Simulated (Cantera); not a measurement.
A Cantera script and what it prints.

```python
import numpy as np
import cantera as ct

gas_names = """
    H HNO HNO2 HNO3 HO2 H2 H2O H2O2 N NH NH2 NH3 NH2OH NO NO2 NO3 N2 N2H2 N2H4 N2O O OH O2 O3 Si SiH
    SiH2 SiH3 SiH4 SiN SiO SiO2 Si2 Si2N Si3
""".split()
cond_names = """
    H2O(s) H2O(L) Si(cr) Si(L) SiO2(Lqz) SiO2(hqz) SiO2(L) Si2N2O(s) Si3N4(a)
""".split()


# ... load() reads the species with a 1 bar reference pressure and builds the phases ...
atoms = {
    'Si2H6': {'Si': 2, 'H': 6},
    'H2O': {'H': 2, 'O': 1},
    'N2': {'N': 2},
}
top_T = {'Si2N2O(s)': 2100, 'Si3N4(a)': 2400}  # K; cautious upper limits of use, not melting points


# ... equilibrate(T, P, feed) seeds the gas with the atoms and calls Mixture.equilibrate('TP', solver="vcs", rtol=1e-11, max_steps=5000) ...
results = []
feed = {'Si2H6': 1, 'H2O': 4.3, 'N2': 27}  # mol
T = 1625  # K
P = 100000  # Pa
mix = equilibrate(T, P, feed)
results.append((T, P, feed, dict(zip(mix.species_names, mix.species_moles))))
print(gas.report(threshold=1e-06))
for i in range(1, mix.n_phases):
    print(f"{mix.phase(i).name:16s} {mix.phase_moles(i):12.5e} mol")
```

Output:

```
       temperature   1625 K
          pressure   1e+05 Pa
           density   0.16742 kg/m^3
  mean mol. weight   22.621 kg/kmol
   phase of matter   gas

                          1 kg             1 kmol
                     ---------------   ---------------
          enthalpy        1.7796e+06        4.0255e+07  J
   internal energy        1.1823e+06        2.6744e+07  J
           entropy             10453        2.3646e+05  J/K
    Gibbs function       -1.5207e+07       -3.4399e+08  J
 heat capacity c_p            1538.1             34793  J/K
 heat capacity c_v            1170.5             26478  J/K

                      mass frac. Y      mole frac. X     chem. pot. / RT
                     ---------------   ---------------   ---------------
                 H        1.4202e-06         3.187e-05           -10.214
                H2          0.018186           0.20406           -20.428
               H2O         0.0069663         0.0087473           -49.235
               NH3        2.6935e-06        3.5774e-06           -43.893
                N2           0.97484           0.78716           -26.501
               SiO        2.1743e-06        1.1157e-06           -50.066
     [  +29 minor]        4.7012e-08        6.1057e-08

Si(cr)            0.00000e+00 mol
SiO2(hqz)         1.99996e+00 mol
Si2N2O(s)         0.00000e+00 mol
Si3N4(a)          0.00000e+00 mol
```

Equilibrium computed with Cantera from the NASA thermochemical tables; the gas is ideal and each condensed phase is pure. The feed counts by its element totals alone. The tables hold silica as quartz up to 1696 K and as liquid above; real silica turns to tridymite and cristobalite and melts near 1996 K.
